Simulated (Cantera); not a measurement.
Charge: 1 mol SiO2, 15 mol HCl, 4.3 mol F2, held at 10.0 Pa.

These are equilibrium values from Cantera (NASA tables, ideal gas, pure condensed phases), not measurements of a reactor. Candidate condensed phases: H2O, Si, SiO2; 52 gas species. The tables hold silica as quartz up to 1696 K and as liquid above; real silica turns to tridymite and cristobalite and melts near 1996 K. Equilibrium is a limit: real reactors are often held back by kinetics, nucleation or transport.

Task: Which condensed phases are stable at each of these points (T (°C)): 727, 827, 927, 1027, 1127, 1227, 1327, 1427?

Result: 
```csv
T (°C),condensed phases,Si condensed (%)
727,gas only,0.0
827,gas only,0.0
927,gas only,0.0
1027,SiO2(β-quartz),9.4
1127,SiO2(β-quartz),35.8
1227,SiO2(β-quartz),60.6
1327,SiO2(β-quartz),78.4
1427,SiO2(condensed),88.5
```

From 727 °C to 927 °C nothing is condensed. From 1027 °C to 1327 °C the condensed part is SiO2(β-quartz). At 1427 °C the condensed part is SiO2(condensed).
